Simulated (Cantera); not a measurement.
**PbO + CH₄ + N₂ (carbothermic reduction)**

Input: 1 mol PbO, 6 mol CH₄, 0.12 mol N₂, equilibrated at 10.0 mbar.

Equilibrium computed with Cantera from the NASA thermochemical tables; the gas is ideal and each condensed phase is pure. Candidate condensed phases: C, C₆H₆, C₇H₈, C₈H₁₈, H₂O, Pb, PbO, PbO₂, Pb₃O₄; 139 gas species. The numbers say what is thermodynamically allowed, not how fast it happens.

From 802 °C to 877 °C the condensed part is C(graphite) + Pb(l). From 952 °C to 1402 °C the condensed part is C(graphite). The main Pb-bearing gas is Pb throughout.

```json
[
 {"T (°C)": "802", "log p H₂": "-2.04", "log p CO": "-3.12", "log p Pb": "-4.12", "log p N₂": "-4.04", "log p H": "-8.85", "n C(graphite)": "5.00", "n Pb(l)": "0.900"},
 {"T (°C)": "877", "log p H₂": "-2.05", "log p CO": "-3.13", "log p Pb": "-3.54", "log p N₂": "-4.05", "log p H": "-8.15", "n C(graphite)": "5.00", "n Pb(l)": "0.609"},
 {"T (°C)": "952", "log p H₂": "-2.07", "log p CO": "-3.15", "log p Pb": "-3.15", "log p N₂": "-4.07", "log p H": "-7.54", "n C(graphite)": "5.00", "n Pb(l)": "0"},
 {"T (°C)": "1027", "log p H₂": "-2.07", "log p CO": "-3.15", "log p Pb": "-3.15", "log p N₂": "-4.07", "log p H": "-6.99", "n C(graphite)": "5.00", "n Pb(l)": "0"},
 {"T (°C)": "1102", "log p H₂": "-2.07", "log p CO": "-3.15", "log p Pb": "-3.15", "log p N₂": "-4.07", "log p H": "-6.50", "n C(graphite)": "5.00", "n Pb(l)": "0"},
 {"T (°C)": "1177", "log p H₂": "-2.07", "log p CO": "-3.15", "log p Pb": "-3.15", "log p N₂": "-4.07", "log p H": "-6.06", "n C(graphite)": "5.00", "n Pb(l)": "0"},
 {"T (°C)": "1252", "log p H₂": "-2.07", "log p CO": "-3.15", "log p Pb": "-3.15", "log p N₂": "-4.07", "log p H": "-5.66", "n C(graphite)": "5.00", "n Pb(l)": "0"},
 {"T (°C)": "1327", "log p H₂": "-2.07", "log p CO": "-3.15", "log p Pb": "-3.15", "log p N₂": "-4.08", "log p H": "-5.30", "n C(graphite)": "5.00", "n Pb(l)": "0"},
 {"T (°C)": "1402", "log p H₂": "-2.07", "log p CO": "-3.15", "log p Pb": "-3.15", "log p N₂": "-4.08", "log p H": "-4.97", "n C(graphite)": "4.99", "n Pb(l)": "0"}
]
```
log p: log10 of the partial pressure in bar; n: condensed amount in mol.
